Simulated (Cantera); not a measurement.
An adiabatic, constant-volume homogeneous reactor starts with CH4 : H2 : O2 : N2 = 1 : 0.038 : 4.92 : 18.5 (molar parts), equivalence ratio 0.41, at 1150 K and 760 Torr. Integrator tolerance rtol = 1e-08.

Computed with Cantera and GRI-Mech 3.0 (53 species, 325 reactions).

Question: What does this change do: 0.7 parts CO2 added?

Answer: 
```json
[
 {"quantity": "time of steepest temperature rise", "before": "36.1 ms", "after": "37.6 ms"},
 {"quantity": "temperature at 3.00 s", "before": "2223 K", "after": "2180 K"},
 {"quantity": "equilibrium temperature", "before": "2223 K", "after": "2180 K"},
 {"quantity": "x(CH4) at 3.00 s", "before": "<1e-12 (gas-phase equilibrium <1e-12)", "after": "<1e-12 (gas-phase equilibrium <1e-12)"},
 {"quantity": "x(H2) at 3.00 s", "before": "0.000229 (gas-phase equilibrium 0.000229)", "after": "0.000174 (gas-phase equilibrium 0.000174)"},
 {"quantity": "x(O2) at 3.00 s", "before": "0.113 (gas-phase equilibrium 0.113)", "after": "0.110 (gas-phase equilibrium 0.110)"},
 {"quantity": "x(C2H4) at 3.00 s", "before": "<1e-12 (gas-phase equilibrium <1e-12)", "after": "<1e-12 (gas-phase equilibrium <1e-12)"},
 {"quantity": "x(CH3) at 3.00 s", "before": "<1e-12 (gas-phase equilibrium <1e-12)", "after": "<1e-12 (gas-phase equilibrium <1e-12)"},
 {"quantity": "x(HCO) at 3.00 s", "before": "1.86e-11 (gas-phase equilibrium 1.86e-11)", "after": "1.73e-11 (gas-phase equilibrium 1.73e-11)"},
 {"quantity": "x(O) at 3.00 s", "before": "0.000755 (gas-phase equilibrium 0.000755)", "after": "0.000574 (gas-phase equilibrium 0.000574)"}
]
```

Question: What does this change do: initial temperature 1150 to 1350 K?

Answer: 
| quantity | before | after |
|---|---|---|
| time of steepest temperature rise | 36.1 ms | 3.03 ms |
| temperature at 3.00 s | 2223 K | 2363 K |
| equilibrium temperature | 2223 K | 2363 K |
| x(CH4) at 3.00 s | <1e-12 (gas-phase equilibrium <1e-12) | <1e-12 (gas-phase equilibrium <1e-12) |
| x(H2) at 3.00 s | 0.000229 (gas-phase equilibrium 0.000229) | 0.000531 (gas-phase equilibrium 0.000531) |
| x(O2) at 3.00 s | 0.113 (gas-phase equilibrium 0.113) | 0.111 (gas-phase equilibrium 0.111) |
| x(C2H4) at 3.00 s | <1e-12 (gas-phase equilibrium <1e-12) | <1e-12 (gas-phase equilibrium <1e-12) |
| x(CH3) at 3.00 s | <1e-12 (gas-phase equilibrium <1e-12) | <1e-12 (gas-phase equilibrium <1e-12) |
| x(HCO) at 3.00 s | 1.86e-11 (gas-phase equilibrium 1.86e-11) | 1.10e-10 (gas-phase equilibrium 1.10e-10) |
| x(O) at 3.00 s | 0.000755 (gas-phase equilibrium 0.000755) | 0.00178 (gas-phase equilibrium 0.00178) |
